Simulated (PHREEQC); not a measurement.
Synthetic water in mg/kgw, 45 °C, pH 3.55, pe 11.7:

| constituent | mg/kgw |
|---|---|
| Na | 113 |
| K | 334 |
| Ca | 260 |
| Mg | 152 |
| Cl | 147 |
| S(6) as SO4 | 1720 |
| N(5) as NO3 | 34.4 |
| Al | 3.2 |

Cl is adjusted to close the charge balance.
Valence states are taken as typed.

Equilibrium calculation in PHREEQC: ion-association model, phreeqc.dat.

Problem. The ionic strength comes out as 0.0476 mol/kgw. What activity coefficients do K+, Mg+2, CaHSO4+, Cl-, NO3- get?

Solution. K+ 0.81, Mg+2 0.48, CaHSO4+ 0.82, Cl- 0.81, NO3- 0.80.

No solid was allowed to form. Complexes and solids missing from the database can't appear. Constants without temperature data keep their 25 °C values here.
